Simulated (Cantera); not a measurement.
Feed: 1 mol SrCl2, 3.8 mol HCl, 3 mol N2, at 1825 K and 0.640 bar.

Method: chemical equilibrium by Gibbs-energy minimisation in Cantera with the NASA 1993 tables (ideal gas, pure condensed phases). Candidate condensed phases: NH4Cl, Sr, SrCl2; 15 gas species. Kinetics and transport are ignored.

Base state: HCl 0.532, N2 0.423, SrCl2 0.0379, Cl 0.00457, H2 0.00238, Cl2 0.000106, H 2.69e-5 (mole fractions); condensed: SrCl2(l).

### Question
What changes in the equilibrium state with this change: pressure from 0.640 bar to 0.00760 bar?

### Answer
```csv
species,before,after
HCl,0.532,0.464
N2,0.423,0.381
SrCl2,0.0379,0.127
Cl,0.00457,0.0187
H,2.69e-5,0.000483
Cl2,0.000106,2.11e-5
"SrCl2(l), mol",0.731,0
```
